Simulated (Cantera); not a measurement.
A freely propagating, adiabatic, planar premixed flame of CH3OH : O2 : N2 = 1 : 1.85 : 5.74 (molar parts), equivalence ratio 0.81, unburnt at 698 K and 760 Torr; mixture-averaged transport, grid criteria slope 0.08 and curve 0.16, no radiation.

Computed with Cantera and GRI-Mech 3.0 (53 species, 325 reactions). GRI-Mech 3.0 was tuned for natural gas; its chemistry of methanol as a main component is partial and can be far from experiment. Burning velocities carry a grid error of a few per cent, more on coarse grids.

**Question.** What does this change do: CH3OH 1 to 0.79 parts?

**Answer.** 
```
quantity                    before     after
------------------------  --------  --------
laminar burning velocity  177 cm/s  119 cm/s
thermal thickness         0.239 mm  0.311 mm
peak x(C2H4)               6.36e-7   1.22e-7
peak x(H2O2)               0.00139   0.00105
```
